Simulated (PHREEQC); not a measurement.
Consider water at 25 °C with 0.014 mol MnSO4, 0.0021 mol ZnCl2, 0.0027 mol H2SO4 and 0.047 mol Na2SO4 per kg of water. Closed to the air; pH follows from the charge balance.

Model: ion-association model, wateq4f.dat, run in PHREEQC.

No solid was allowed to form.

Task: Order these Mn species by the share of Mn that they hold, largest first: MnSO4, Mn+2, MnCl+.

Result: Mn+2 (53 %), MnSO4 (46 %), MnCl+ (0.30 %)

The pH is 2.77 and the ionic strength 0.161 mol/kgw.
